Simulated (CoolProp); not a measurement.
Aqueous sodium chloride as a coolant, at 15 °C, 1 atm.

Model: Melinder's fits for secondary coolants, in CoolProp.

```tsv
mass %	freezing point (°C)	viscosity (mPa s)	Prandtl number	conductivity (W/(m K))	cp (kJ/(kg K))
3	-1.8	1.19	8.14	0.587	4.021
5.1	-3.1	…	…	0.585	3.919
7.2	-4.5	1.28	…	0.583	3.826
9.3	-6.0	1.33	8.57	0.581	3.742
11.3	-7.6	1.39	8.78	0.579	3.668
13.4	-9.4	1.45	9.06	0.577	3.597
15.5	-11.4	1.53	9.39	0.575	3.531
17.6	-13.6	1.62	9.79	0.573	3.470
19.7	-16.1	1.72	10.3	0.571	3.413
21.8	-18.8	1.84	10.9	0.568	3.360
```

Task: What belongs in the gaps?

Result: 
- 5.1, viscosity (mPa s): 1.23
- 5.1, Prandtl number: 8.24
- 7.2, Prandtl number: 8.38
